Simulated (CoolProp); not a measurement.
CH2F2 (R32) at 355.23 K and 1.76 MPa flows at 4.2 m/s in a round tube of 50 mm bore and 45 µm roughness, fully developed (64/Re and Nu = 3.66 if laminar; Colebrook and Gnielinski if turbulent). Each further row changes one setting.

The numbers come from the reference Helmholtz-energy equation of state, Tillner-Roth 1997 in CoolProp.

```csv
case,Reynolds number,Darcy friction factor,pressure drop (Pa/m),heat-transfer coefficient (W/(m² K)),mass flow (kg/h)
as stated,462000,0.0198,123,439,1050
velocity 8.4 m/s,923000,0.0195,485,863,2090
diameter 100 mm,923000,0.0169,52.6,372,4190
```

Viscosity comes from a separate model (Bell 2016), an estimate that may be off by 10 % or more. Thermal conductivity comes from a separate model (Huber 2003), an estimate that may be off by 10 % or more.
